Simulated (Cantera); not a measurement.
# Iron carbonyl, mercury and lead vapours: HgO + N2

Input: 1 mol HgO, a varied amount of N2, held at 577 °C and 13300 Pa.

These are equilibrium values from Cantera (NASA tables, ideal gas, pure condensed phases), not measurements of a reactor. Candidate condensed phases: Hg, HgO; 10 gas species. Kinetics and transport are ignored.

```tsv
n(N2) (mol)	log p N2	log p Hg	log p O2	log p NO	log p NO2
1.4	-1.19	-1.34	-1.64	-6.37	-7.58
2.1	-1.11	-1.43	-1.73	-6.38	-7.64
3	-1.05	-1.53	-1.83	-6.40	-7.71
4.3	-1.01	-1.64	-1.94	-6.43	-7.79
6.2	-0.97	-1.76	-2.06	-6.47	-7.90
9	-0.94	-1.90	-2.20	-6.53	-8.02
13	-0.92	-2.04	-2.34	-6.59	-8.15
19	-0.91	-2.19	-2.49	-6.65	-8.29
27	-0.90	-2.33	-2.63	-6.72	-8.43
40	-0.89	-2.49	-2.79	-6.80	-8.59
57	-0.89	-2.64	-2.94	-6.87	-8.74
83	-0.88	-2.80	-3.10	-6.95	-8.89
```
log p: log10 of the partial pressure in bar; nothing condenses.

From 1.4 mol N2 to 83 mol N2 nothing is condensed. The main Hg-bearing gas is Hg throughout.
